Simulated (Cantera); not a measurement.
Mixture: H2 : O2 : N2 = 1 : 1.04 : 3.92 (molar parts), equivalence ratio 0.48, at 1.00 atm, adiabatic and at constant volume. Ignition delay is the time to a rise of 400 K.

Detailed kinetics in Cantera: the H2/O2 subset of GRI-Mech 3.0, which has no nitrogen chemistry. Where the delays flatten at high temperature, the 400 K rule measures the pace of heat release, not the induction time.

What does this change do: pressure from 1.00 atm to 4.93 atm?


```tsv
quantity	before	after
delay at 1248 K	38.5 µs	10.0 µs
delay at 1398 K	23.7 µs	4.33 µs
delay at 1548 K	19.0 µs	2.66 µs
delay at 1698 K	18.6 µs	1.98 µs
delay at 1848 K	20.7 µs	1.70 µs
```
The hydrogen kinetics of GRI-Mech 3.0 are dated; newer H2 mechanisms differ, most at raised pressure.

What does this change do: pressure from 1.00 atm to 2.17 atm?


```tsv
quantity	before	after
delay at 1248 K	38.5 µs	18.2 µs
delay at 1398 K	23.7 µs	9.81 µs
delay at 1548 K	19.0 µs	6.83 µs
delay at 1698 K	18.6 µs	5.77 µs
delay at 1848 K	20.7 µs	5.68 µs
```
The hydrogen kinetics of GRI-Mech 3.0 are dated; newer H2 mechanisms differ, most at raised pressure.
